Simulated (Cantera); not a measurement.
# Thermodynamics of thermal oxidation and active oxidation of silicon, feed Si + O2 + H2 + H2O

Feed: 1 mol Si, a varied amount of O2, 85 mol H2, 0.039 mol H2O, at 1900 °C and 0.00428 Torr.

These are equilibrium values from Cantera (NASA tables, ideal gas, pure condensed phases), not measurements of a reactor. Candidate condensed phases: H2O, Si, SiO2; 18 gas species. Equilibrium is a limit: real reactors are often held back by kinetics, nucleation or transport.

From 0.22 mol O2 to 1.8 mol O2 nothing is condensed. The main Si-bearing gas is Si at 0.22 mol O2 and SiO at 1.8 mol O2.

```
n(O2) (mol)    x H   x H2       x O    x SiO     x H2O
-----------  -----  -----  --------  -------  --------
0.22         0.826  0.167   4.56e-8  0.00327   1.99e-8
0.36         0.826  0.167   1.56e-7  0.00518   6.81e-8
0.5          0.826  0.167  0.000156  0.00682   6.77e-5
0.65         0.824  0.166   0.00134  0.00681  0.000581
0.79         0.823  0.166   0.00244  0.00681   0.00106
0.94         0.822  0.165   0.00362  0.00680   0.00156
1.1          0.820  0.165   0.00487  0.00679   0.00209
1.2          0.819  0.164   0.00565  0.00679   0.00242
1.4          0.817  0.164   0.00721  0.00678   0.00308
1.5          0.816  0.163   0.00799  0.00677   0.00340
1.7          0.814  0.162   0.00954  0.00676   0.00404
1.8          0.814  0.162    0.0103  0.00676   0.00436
```
x: gas mole fraction; nothing condenses.
